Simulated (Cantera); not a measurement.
## Hydrogen reduction and annealing atmospheres: Cu2O + H2 + N2

Charge: 1 mol Cu2O, 140 mol H2, 3.6 mol N2, at 180000 Pa.

Method: chemical equilibrium by Gibbs-energy minimisation in Cantera with the NASA 1993 tables (ideal gas, pure condensed phases). Candidate condensed phases: Cu, CuO, Cu(OH)2, Cu2O, H2O; 27 gas species. The numbers say what is thermodynamically allowed, not how fast it happens.

From 1100 K to 1350 K the condensed part is Cu(s). From 1400 K to 1600 K the condensed part is Cu(l).

```
T (K)   x H2    x N2    x H2O    x NH3      x H      x Cu     x Cu2      x OH  n Cu(s)  n Cu(l)
-----  -----  ------  -------  -------  -------  --------  --------  --------  -------  -------
1100   0.968  0.0250  0.00696  8.62e-5  1.90e-8  3.31e-10    <1e-12    <1e-12     2.00        0
1150   0.968  0.0250  0.00696  6.61e-5  5.47e-8   1.61e-9    <1e-12  2.38e-12     2.00        0
1200   0.968  0.0250  0.00696  5.19e-5  1.45e-7   6.82e-9    <1e-12  8.32e-12     2.00        0
1250   0.968  0.0250  0.00696  4.14e-5  3.54e-7   2.58e-8  1.27e-12  2.63e-11     2.00        0
1300   0.968  0.0251  0.00696  3.37e-5  8.11e-7   8.76e-8  7.20e-12  7.62e-11     2.00        0
1350   0.968  0.0251  0.00696  2.78e-5  1.75e-6   2.72e-7  3.57e-11  2.04e-10     2.00        0
1400   0.968  0.0251  0.00696  2.32e-5  3.57e-6   7.49e-7  1.46e-10  5.10e-10        0     2.00
1450   0.968  0.0251  0.00696  1.96e-5  6.94e-6   1.91e-6  5.35e-10   1.20e-9        0     2.00
1500   0.968  0.0251  0.00696  1.68e-5  1.29e-5   4.57e-6   1.79e-9   2.65e-9        0     2.00
1550   0.968  0.0251  0.00696  1.45e-5  2.31e-5   1.03e-5   5.52e-9   5.59e-9        0     2.00
1600   0.968  0.0251  0.00696  1.27e-5  3.99e-5   2.21e-5   1.58e-8   1.12e-8        0     2.00
```
x: gas mole fraction; n: condensed amount in mol.
